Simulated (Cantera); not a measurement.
An adiabatic, constant-pressure homogeneous reactor starts with 1.39 % CH₄, 0.402 % CO, 9.00 % O₂, 89.2 % N₂, at 1750 K and 17300 Torr.

Computed with Cantera and GRI-Mech 3.0 (53 species, 325 reactions). The pressure lies above the range GRI-Mech 3.0 was tuned for (to about 10 atm).

### Question
Predict: time of steepest temperature rise; temperature at 4.00 s; equilibrium temperature; x(CO) at 4.00 s; x(O₂) at 4.00 s; x(H) at 4.00 s.

### Answer
- time of steepest temperature rise: 19.8 µs
- temperature at 4.00 s: 2070 K
- equilibrium temperature: 2070 K
- x(CO) at 4.00 s: 3.62e-5 (gas-phase equilibrium 3.62e-5)
- x(O₂) at 4.00 s: 0.0577 (gas-phase equilibrium 0.0577)
- x(H) at 4.00 s: 1.84e-6 (gas-phase equilibrium 1.84e-6)
